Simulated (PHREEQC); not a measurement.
Spent oxide etchant (model solution)

Make-up at 62 °C: 0.48 mol NH4HF2, 0.0001 mol (NH4)2SiF6 and 0.016 mol H2SO4 per kg of water. Closed to the air; pH follows from the charge balance.

The numbers come from PHREEQC with the ion-association model, wateq4f.dat.

The pH is 3.23 and the ionic strength is 0.479 mol/kgw. The activity of water comes out as 0.980 and the total alkalinity comes out as -512 meq/kg.

```tsv
species	molality	activity	log γ
NH4+	0.471	0.337	-0.145
HF2-	0.231	0.142	-0.210
F-	0.218	0.135	-0.210
HF	0.215	0.240	0.048
H2F2	0.0325	0.0363	0.048
NH4SO4-	0.00868	0.00579	-0.176
SO4-2	0.00703	0.00133	-0.722
H+	0.000775	0.000584	-0.123
HSO4-	0.000288	0.000188	-0.186
SiF6-2	0.000100	1.98e-5	-0.703
NH3	3.33e-6	3.33e-6	0.000
```

No solid was allowed to form. wateq4f.dat counts part of the HF as a dimer, H2F2, which phreeqc.dat doesn't know; its constant is uncertain. At this temperature some constants are extrapolated from 25 °C, and those without enthalpy data are left unchanged. SiF6-2 is the database's only silicon fluoride.
